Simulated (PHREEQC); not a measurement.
Consider water at 25 °C with 42 mmol/kgw ZnCl2, 0.3 mmol/kgw KCl and 38 mmol/kgw H2SO4. Closed to the air; pH follows from the charge balance.

All values are PHREEQC results (ion-association model, phreeqc.dat), not measurements.

```
quantity                     before   after
--------------------------  -------  ------
pH                             1.34    1.47
ionic strength (mol/kgw)      0.166   0.141
Zn+2 (mol/kgw)               0.0317  0.0241
HSO4- (mol/kgw)              0.0191  0.0347
SO4-2 (mol/kgw)              0.0103  0.0245
ZnSO4 (mol/kgw)             0.00736  0.0149
SI of Zn(OH)2(e) (Zn(OH)2)   -10.82  -10.65
```

### Question
Name the change that produced these shifts.
A) diluted 2-fold with water
B) KCl replaced by PbCl2 at the same molality
C) KCl left out
D) ZnCl2 replaced by ZnSO4 at the same molality

### Answer
D, ZnCl2 replaced by ZnSO4 at the same molality

No solid was allowed to form.
